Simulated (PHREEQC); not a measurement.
Consider water at 25 °C with 0.46 mol/kgw MgSO4, 0.55 mol/kgw K2SO4 and 0.001 mol/kgw H4SiO4. Closed to the air; pH follows from the charge balance.

Computed with PHREEQC (Pitzer model, pitzer.dat).

This is a speciation only: nothing precipitates in the calculation.

Task: Predict the pH, density.

Result: pH 6.53; density 1.118 g/cm³.

Species that the database lacks are ignored. In brines, pH and single-ion activities rest on the MacInnes convention.
